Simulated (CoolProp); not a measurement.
p-xylene at 480.26 K and 0.192 MPa is compressed adiabatically to 0.896 MPa with isentropic efficiency 0.75. Each further row changes one setting.

Values from CoolProp's reference Helmholtz-energy equation of state, Zhou 2012.

```csv
case,work (kJ/kg),final temperature (K),final density (kg/m³)
as stated,(withheld),528.3,26.7
efficiency 1,53.7,(withheld),(withheld)
efficiency 0.65,82.6,(withheld),26.2
```

**Question.** What belongs in the gaps?

**Answer.** 
- as stated, work (kJ/kg): 71.6
- efficiency 1, final temperature (K): 520.3
- efficiency 1, final density (kg/m³): 27.6
- efficiency 0.65, final temperature (K): 533.3
